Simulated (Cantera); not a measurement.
An adiabatic, constant-volume homogeneous reactor starts with H₂ : O₂ : N₂ : H₂O = 1 : 0.312 : 1.17 : 0.12 (molar parts), equivalence ratio 1.6, at 1425 K and 500000 Pa. Integrator tolerance rtol = 1e-08.

Cantera simulation using GRI-Mech 3.0 (53 species, 325 reactions); the numbers are that mechanism's predictions, not measurements. The hydrogen kinetics of GRI-Mech 3.0 are dated; newer H2 mechanisms differ, most at raised pressure. Above 3000 K some thermodynamic fits are extrapolated.

Problem. What does this change do: pressure from 500000 Pa to 130000 Pa?

Solution. 
```csv
quantity,before,after
time of steepest temperature rise,4.10 µs,14.2 µs
temperature at 9.00 s,3065 K,2944 K
equilibrium temperature,3065 K,2944 K
x(H₂) at 9.00 s,0.162 (gas-phase equilibrium 0.162),0.161 (gas-phase equilibrium 0.161)
x(O₂) at 9.00 s,0.00106 (gas-phase equilibrium 0.00106),0.00179 (gas-phase equilibrium 0.00179)
x(H₂O) at 9.00 s,0.295 (gas-phase equilibrium 0.295),0.286 (gas-phase equilibrium 0.286)
x(H₂O₂) at 9.00 s,5.70e-7 (gas-phase equilibrium 5.70e-7),3.01e-7 (gas-phase equilibrium 3.01e-7)
x(OH) at 9.00 s,0.0158 (gas-phase equilibrium 0.0158),0.0193 (gas-phase equilibrium 0.0193)
x(NO) at 9.00 s,0.00292 (gas-phase equilibrium 0.00292),0.00327 (gas-phase equilibrium 0.00327)
```
